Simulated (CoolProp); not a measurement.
The fluid at 887.97 K and 7.31 MPa is throttled through a valve to 3.64 MPa with no heat exchange. The same conditions are run with several fluids, on thermodynamics alone (safety and materials aside).

The numbers come from the reference Helmholtz-energy equation of state of each fluid (nitrogen: Span 2000; normal hydrogen: Leachman 2009; dry air: Lemmon 2000; oxygen: Schmidt 1985) in CoolProp. Blends and air are pseudo-pure fits.

Rank nitrogen, normal hydrogen, dry air, oxygen by temperature change (K), highest first.

normal hydrogen (+2.2), nitrogen (+1.9), dry air (+1.6), oxygen (+0.7)

```
fluid              final phase  final density (kg/m³)
---------------  -------------  ---------------------
nitrogen         supercritical                   13.6
normal hydrogen  supercritical                  0.984
dry air                    gas                   14.1
oxygen                     gas                   15.6
```

Above 300 K oxygen's equation is extrapolated.
